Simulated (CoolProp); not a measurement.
Vapour-liquid equilibrium of benzene (1) + n-dodecane (2) at 0.105 MPa; x and y are mole fractions of (1).

Values from CoolProp's multi-fluid Helmholtz-energy mixture model, Thol 2012 and Lemmon 2004; pair parameters Bell 2016.

Q: Give the bubble temperature and the first vapour's composition at x = 0.125, 0.35, 0.725. Is there an azeotrope?

A: x = 0.125: 168.9 °C, y = 0.755; x = 0.35: 120.1 °C, y = 0.968; x = 0.725: 91.9 °C, y = 0.996. No azeotrope shows between x = 0.05 and 0.95.

Pair parameters are fitted to limited data, so mixtures are less certain than the pure fluids. The gap from Raoult's law changes sign with composition, which may be real or a fault of the pair parameters; it wasn't checked against measurements.
